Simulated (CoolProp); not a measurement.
Vapour-liquid equilibrium of hexamethyldisiloxane (MM) (1) + toluene (2) at 0.00663 MPa; x and y are mole fractions of (1).

Computed with CoolProp (multi-fluid Helmholtz-energy mixture model, Thol 2016 and Lemmon 2006; pair parameters Bell 2016).

**Question.** Give the bubble temperature and the first vapour's composition at x = 0.35, 0.5, 0.8. Is there an azeotrope?

**Answer.** x = 0.35: 304.4 K, y = 0.471; x = 0.5: 303.2 K, y = 0.599; x = 0.8: 301.8 K, y = 0.824. No azeotrope shows between x = 0.05 and 0.95.

The pair parameters rest on a limited set of measurements; away from them the model extrapolates.
